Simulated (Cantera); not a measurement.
Feed: 1 mol BCl3, 0.071 mol O2, 2.7 mol H2, at 1800 K and 75.0 Torr.

Method: chemical equilibrium by Gibbs-energy minimisation in Cantera with the NASA 1993 tables (ideal gas, pure condensed phases). Candidate condensed phases: B, B2O3, B3O3H3, H2O; 33 gas species. The tables' values for BOCl, BCl, BCl2, BH2 are old estimates; treat these amounts as uncertain. Gases not in the tables: BHCl2. Kinetics and transport are ignored.

Q: What is the equilibrium state?

A: 
```json
{
  "x(HCl)": "0.450",
  "x(H2)": "0.419",
  "x(BCl3)": "0.0751",
  "x(BOCl)": "0.0157",
  "x(HBO)": "0.0140",
  "x(BCl)": "0.0109",
  "x(BCl2)": "0.0107",
  "x(B2O2)": "0.00177",
  "x(H)": "0.000733",
  "n(B(s))": "0.458 mol",
  "gas_amount": "4.141 mol",
  "log10 activity of B3O3H3(s) (absent)": "-10.86"
}
```
